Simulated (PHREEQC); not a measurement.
Solution (25 °C): 0.017 mol K2CO3 and 0.0023 mol KH2PO4 per kg of water. Closed to the air; pH follows from the charge balance.

Computed with PHREEQC (ion-association model, wateq4f.dat).

```
Item                       Value
----------------  --------------
pH                         10.73
ionic strength    0.0526 mol/kgw
total alkalinity     34.0 meq/kg
```

```json
[
 {"species": "K+", "molality": "0.0362", "activity": "0.0293", "log γ": "-0.092"},
 {"species": "CO3-2", "molality": "0.0139", "activity": "0.00646", "log γ": "-0.333"},
 {"species": "HCO3-", "molality": "0.00310", "activity": "0.00256", "log γ": "-0.083"},
 {"species": "HPO4-2", "molality": "0.00210", "activity": "0.000959", "log γ": "-0.340"},
 {"species": "OH-", "molality": "0.000666", "activity": "0.000538", "log γ": "-0.093"},
 {"species": "PO4-3", "molality": "0.000135", "activity": "2.33e-5", "log γ": "-0.765"},
 {"species": "KHPO4-", "molality": "6.64e-5", "activity": "5.48e-5", "log γ": "-0.083"},
 {"species": "H2PO4-", "molality": "3.48e-7", "activity": "2.87e-7", "log γ": "-0.083"},
 {"species": "CO2", "molality": "1.06e-7", "activity": "1.07e-7", "log γ": "0.005"}
]
```

No solid was allowed to form. Species that the database lacks are ignored. H3PO4, which wateq4f.dat lacks, is added to it with the constant of phreeqc.dat.
